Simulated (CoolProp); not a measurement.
c-C4F8 (RC318) at 434.9 K and 9.99 MPa is throttled through a valve to 5 MPa with no heat exchange. Each further row changes one setting.

Model: reference Helmholtz-energy equation of state, Platzer 1990, in CoolProp. This equation is an older, rougher fit; its heat capacities, sound speeds and derivatives of the liquid may be far off and weren't checked against measurements.

```json
[
 {"case": "as stated", "temperature change (K)": "(withheld)", "final phase": "supercritical", "final density (kg/m³)": "(withheld)"},
 {"case": "outlet pressure 1.5 MPa", "temperature change (K)": "-53.8", "final phase": "(withheld)", "final density (kg/m³)": "(withheld)"},
 {"case": "outlet pressure 6.5 MPa", "temperature change (K)": "(withheld)", "final phase": "supercritical", "final density (kg/m³)": "825"}
]
```

### Question
What belongs in the gaps?

### Answer

- as stated, temperature change (K): -12.4
- as stated, final density (kg/m³): 687
- outlet pressure 1.5 MPa, final phase: gas
- outlet pressure 1.5 MPa, final density (kg/m³): 123
- outlet pressure 6.5 MPa, temperature change (K): -6.1
